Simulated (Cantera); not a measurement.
Input (Python, Cantera) and output of one run.

```python
import numpy as np
import cantera as ct

gas_names = """
    CL CL2 H HCL H2 Si SiCL SiCL2 SiCL3 SiCL4 SiH SiHCL3 SiH2 SiH2CL2 SiH3 SiH3CL SiH4 Si2 Si3
""".split()
cond_names = """
    Si(cr) Si(L)
""".split()


def load(file, names, dense=False):
    # The tables refer to 1 bar. Condensed volumes are neglected.
    table = {s.name: s for s in ct.Species.list_from_file(file)}
    out = []
    for n in names:
        d = dict(table[n].input_data)
        d["thermo"] = dict(d["thermo"], **{"reference-pressure": 1e5})
        if dense:
            d["equation-of-state"] = {"model": "constant-volume", "density": "1e6 g/cm^3"}
        out.append(ct.Species.from_dict(d))
    return out


gas = ct.Solution(thermo="ideal-gas", species=load("nasa_gas.yaml", gas_names))
cond = {s.name: ct.Solution(thermo="fixed-stoichiometry", species=[s], name=s.name)
        for s in load("nasa_condensed.yaml", cond_names, dense=True)}
atoms = {
    'SiCl4': {'Si': 1, 'CL': 4},
    'HCl': {'H': 1, 'CL': 1},
    'H2': {'H': 2},
}
top_T = {}  # K; cautious upper limits of use, not melting points


def equilibrate(T, P, feed):
    n = {}
    for name, mol in feed.items():
        for a, k in atoms[name].items():
            n[a] = n.get(a, 0.0) + k * mol
    gas.TPX = T, P, n
    mass = sum(n.values()) * gas.mean_molecular_weight
    gas.equilibrate("TP")
    valid = [c for c in cond.values() if c.min_temp <= T <= top_T.get(c.name, c.max_temp)]
    mix = ct.Mixture([(gas, mass / gas.mean_molecular_weight)] + [(c, 0.0) for c in valid])
    mix.T, mix.P = T, P
    mix.equilibrate("TP", solver="vcs", rtol=1e-11, max_steps=5000)
    return mix


results = []
feed = {'SiCl4': 1, 'HCl': 0.53, 'H2': 7.1}  # mol
P = 11000  # Pa
for T in [623, 673, 723, 773, 823, 873, 923, 973, 1023, 1073, 1123, 1173, 1223, 1273]:
    mix = equilibrate(T, P, feed)
    results.append((T, P, feed, dict(zip(mix.species_names, mix.species_moles))))

top = {s: max(r[3][s] / sum(r[3][g] for g in gas_names) for r in results) for s in gas_names}
cols = sorted((s for s in top if top[s] > 0.001), key=lambda s: -top[s])[:5]
seen = [c for c in cond_names if any(r[3].get(c, 0) > 1e-12 for r in results)]
print("log10 of partial pressures in bar; condensed amounts in mol")
print(f"{'T/K':>10s}" + "".join(f"{s[:9]:>10s}" for s in cols + seen))
for T, P, feed, n in results:
    ng = sum(n[g] for g in gas_names)
    print(f"{T:10.4g}" + "".join(f"{np.log10(max(n[s] / ng * P / 1e5, 1e-99)):10.3f}" for s in cols)
          + "".join(f"{n.get(c, 0):10.4g}" for c in seen))
```

Output:

```
log10 of partial pressures in bar; condensed amounts in mol
       T/K        H2       HCL     SiCL4     SiCL2    SiHCL3
       623    -1.043    -2.170    -1.895   -14.589    -5.103
       673    -1.043    -2.169    -1.895   -12.695    -4.668
       723    -1.044    -2.167    -1.896   -11.070    -4.297
       773    -1.044    -2.164    -1.898    -9.665    -3.980
       823    -1.044    -2.158    -1.901    -8.441    -3.706
       873    -1.045    -2.149    -1.906    -7.370    -3.472
       923    -1.046    -2.136    -1.914    -6.430    -3.271
       973    -1.047    -2.120    -1.924    -5.604    -3.102
      1023    -1.049    -2.098    -1.938    -4.879    -2.962
      1073    -1.052    -2.070    -1.957    -4.248    -2.850
      1123    -1.055    -2.032    -1.984    -3.710    -2.773
      1173    -1.061    -1.982    -2.023    -3.268    -2.735
      1223    -1.069    -1.918    -2.078    -2.921    -2.740
      1273    -1.079    -1.846    -2.156    -2.657    -2.787
```

Equilibrium computed with Cantera from the NASA thermochemical tables; the gas is ideal and each condensed phase is pure. The tables' values for SiCl3 are old estimates; treat these amounts as uncertain.
